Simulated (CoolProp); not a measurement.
Vapour-liquid equilibrium of acetone (1) + toluene (2) at 371.9 K; x and y are mole fractions of (1).

Model: multi-fluid Helmholtz-energy mixture model, Lemmon 2006 and Lemmon 2006; pair parameters Bell 2016, in CoolProp.

Problem. Give the bubble pressure and the first vapour's composition at x = 0.2, 0.35, 0.5. Is there an azeotrope?

Solution. x = 0.2: 0.1521 MPa, y = 0.599; x = 0.35: 0.1970 MPa, y = 0.731; x = 0.5: 0.2359 MPa, y = 0.813. No azeotrope shows between x = 0.05 and 0.95.

The pair parameters rest on a limited set of measurements; away from them the model extrapolates.
